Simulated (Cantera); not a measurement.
# Dilute partial oxidation

An isothermal, constant-pressure homogeneous reactor starts with 1.98 % CH₂O, 0.422 % O₂, 89.9 % N₂, 7.73 % H₂O, equivalence ratio 4.7, at 1375 K and 1.00 atm.

Model: GRI-Mech 3.0 (53 species, 325 reactions), integrated in Cantera.

| t (s) | x CH₂O | x O₂ | x C₂H | x HO₂ | x CH₄ |
|---|---|---|---|---|---|
| 0.000600 | 8.28e-6 | 0.00253 | <1e-12 | 1.59e-6 | 3.65e-7 |
| 0.00152 | 5.15e-10 | 4.05e-5 | <1e-12 | 2.66e-8 | 1.27e-10 |
| 0.00383 | 2.37e-10 | 3.24e-6 | <1e-12 | 2.40e-9 | 1.38e-11 |
| 0.00969 | 1.41e-10 | 4.23e-7 | <1e-12 | 3.44e-10 | 9.27e-12 |
| 0.0245 | 1.05e-10 | 6.28e-8 | <1e-12 | 5.34e-11 | 7.45e-12 |
| 0.0619 | 9.07e-11 | 9.67e-9 | <1e-12 | 8.06e-12 | 6.76e-12 |
| 0.157 | 8.51e-11 | 1.50e-9 | <1e-12 | 1.13e-12 | 6.50e-12 |
| 0.396 | 8.29e-11 | 2.36e-10 | <1e-12 | <1e-12 | 6.41e-12 |
| 1.00 | 8.20e-11 | 3.76e-11 | <1e-12 | <1e-12 | 6.38e-12 |
x: mole fraction; the columns are a selection and need not sum to one.

Equilibrium at this temperature and pressure: CH₂O 8.15e-11, O₂ <1e-12, C₂H <1e-12, HO₂ <1e-12, CH₄ 2.93e-11 (gas phase only).
